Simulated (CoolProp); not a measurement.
A Linde-Hampson liquefier for dry air: isothermal reversible compression at 230 K from 1 atm to 5 MPa, throttling to 1 atm, return gas leaving the recuperator 0 K below the feed. Each further row changes one setting.

The numbers come from the reference Helmholtz-energy equation of state, Lemmon 2000 in CoolProp. It is a pseudo-pure fit of the blend.

```
case                        liquid yield per pass  compression work (kJ/kg of gas)
--------------------------  ---------------------  -------------------------------
as stated                                   0.052                              253
high pressure 10 MPa                        0.103                              295
warm-end temperature 260 K                  0.037                              288
warm-end gap 5 K                            0.039                              253
```
